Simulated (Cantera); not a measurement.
Cantera run:

```python
import numpy as np
import cantera as ct

gas_names = """
    Ca CaCL CaCL2 CaO Ca2 CL CLO CL2 O O2 O3
""".split()
cond_names = """
    Ca(a) Ca(b) Ca(L) CaCL2(s) CaCL2(L) CaO(s) CaO(L)
""".split()


# ... load() reads the species with a 1 bar reference pressure and builds the phases ...
atoms = {
    'CaO': {'Ca': 1, 'O': 1},
    'Cl2': {'CL': 2},
    'O2': {'O': 2},
}
top_T = {}  # K; cautious upper limits of use, not melting points


# ... equilibrate(T, P, feed) seeds the gas with the atoms and calls Mixture.equilibrate('TP', solver="vcs", rtol=1e-11, max_steps=5000) ...
results = []
feed = {'CaO': 1, 'Cl2': 11, 'O2': 0.9}  # mol
T = 1623  # K
P = 1333.22  # Pa
mix = equilibrate(T, P, feed)
results.append((T, P, feed, dict(zip(mix.species_names, mix.species_moles))))
x = sorted(zip(gas.X, gas.species_names), reverse=True)
print(f"T = {T:g} K  P = {P:g} Pa  gas = {mix.phase_moles(0):.4g} mol")
print("   x: " + "  ".join(f"{s} {v:.3e}" for v, s in x if v > 1e-06))
print("   condensed (mol): " + ("  ".join(f"{mix.phase(i).name} {mix.phase_moles(i):.4g}"
      for i in range(1, mix.n_phases) if mix.phase_moles(i) > 1e-12) or "none"))
```

Output:

```
T = 1623 K  P = 1333.22 Pa  gas = 17.46 mol
   x: CL 5.792e-01  CL2 2.831e-01  O2 7.998e-02  CaCL2 5.729e-02  CLO 4.020e-04  O 4.658e-05
   condensed (mol): none
```

Cantera equilibrium calculation (NASA polynomials, part measured and part estimated; ideal gas, pure solids and liquids).
